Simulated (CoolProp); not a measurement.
The fluid at 318.38 K and 1.6 MPa flows at 3.2 m/s in a round tube of 100 mm bore and 15 µm roughness, fully developed (64/Re and Nu = 3.66 if laminar; Colebrook and Gnielinski if turbulent). The same conditions are run with several fluids, on thermodynamics alone (safety and materials aside).

Values from CoolProp's reference Helmholtz-energy equation of state of each fluid (oxygen: Schmidt 1985; sulfur hexafluoride: Guder 2009; CH2F2 (R32): Tillner-Roth 1997; CF4 (R14): Platzer 1990; C2F6 (R116): Lemmon 2006). The equations of Platzer and Polt are older, rougher fits.

### Question
Rank oxygen, sulfur hexafluoride, CH2F2 (R32), CF4 (R14), C2F6 (R116) by Reynolds number, highest first.

### Answer
sulfur hexafluoride (2000000), C2F6 (R116) (1980000), CF4 (R14) (937000), CH2F2 (R32) (838000), oxygen (284000)

```json
[
 {"fluid": "oxygen", "Darcy friction factor": "0.0160", "pressure drop (Pa/m)": "15.9", "heat-transfer coefficient (W/(m² K))": "131", "mass flow (kg/h)": "1760"},
 {"fluid": "sulfur hexafluoride", "Darcy friction factor": "0.0136", "pressure drop (Pa/m)": "73.2", "heat-transfer coefficient (W/(m² K))": "477", "mass flow (kg/h)": "9530"},
 {"fluid": "CH2F2 (R32)", "Darcy friction factor": "0.0143", "pressure drop (Pa/m)": "27.8", "heat-transfer coefficient (W/(m² K))": "266", "mass flow (kg/h)": "3430"},
 {"fluid": "CF4 (R14)", "Darcy friction factor": "0.0142", "pressure drop (Pa/m)": "40.4", "heat-transfer coefficient (W/(m² K))": "259", "mass flow (kg/h)": "5040"},
 {"fluid": "C2F6 (R116)", "Darcy friction factor": "0.0136", "pressure drop (Pa/m)": "67.9", "heat-transfer coefficient (W/(m² K))": "505", "mass flow (kg/h)": "8820"}
]
```

Above 300 K oxygen's equation is extrapolated.

Transport values come from each fluid's own correlations; those of CH2F2 (R32), CF4 (R14), C2F6 (R116) are estimates that may be off by 10 % or more.
